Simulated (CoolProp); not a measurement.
Saturation properties of water (Tc = 647.1 K, pc = 22.06 MPa, ω = 0.344).

Computed with CoolProp (reference Helmholtz-energy equation of state, Wagner 2002).

```tsv
T (K)	p (MPa)	liquid density (kg/m³)	vapour density (kg/m³)	liquid viscosity (µPa s)
445.2	(withheld)	895.3	4.320	158
451.8	0.9721	888.4	5.008	152
458.4	1.130	881.3	5.781	(withheld)
464.9	1.304	874.1	6.634	141
471.5	1.502	866.6	7.602	136
478	1.719	858.9	8.664	131
484.6	1.964	850.9	9.863	127
491.2	2.234	842.7	11.19	123
497.7	2.528	834.3	12.65	119
504.3	2.857	825.6	14.28	116
510.9	3.217	816.5	16.09	112
517.4	3.604	807.3	(withheld)	109
```

Complete the blanks.


- 445.2, p (MPa): 0.8322
- 458.4, liquid viscosity (µPa s): 146
- 517.4, vapour density (kg/m³): 18.06

It boils at 373.1 K under 1 atm.

Viscosity comes from a separate model (Huber 2009).
